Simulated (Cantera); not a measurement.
Cantera with NASA thermochemical tables; ideal gases at 1 bar, condensed phases pure. Values are per mole of reaction as written; species without (g) are pure solids or liquids, kept so even where they would boil at 1 bar.

Q: Between 1050 and 1850 K, where is each reaction favourable under standard conditions?
- 2 CuF2 + H2O(g) → Cu2O + 4 F(g) + 2 H(g)

A: 
- 2 CuF2 + H2O(g) → Cu2O + 4 F(g) + 2 H(g): ΔG° is 1251 kJ at 1050 K and 821 kJ at 1850 K; it stays positive (K < 1). ΔH° is 1836 kJ and ΔS° 549 J/K at 1850 K.
